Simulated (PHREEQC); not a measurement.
A solution holds 1.6 mmol/kgw HCl and 6.7 mmol/kgw Li2SO4, at 25 °C. It is in equilibrium with CO2 at log p = -1 (atm). Otherwise closed; pH follows from the charge balance.

Equilibrium calculation in PHREEQC: Pitzer model, pitzer.dat.

Precipitation was switched off in this run.

**Question.** Estimate the pH.

**Answer.** pH 2.99.

**Question.** In which forms is S present?

**Answer.** SO4-2 94 %, HSO4- 6.0 % of the S.
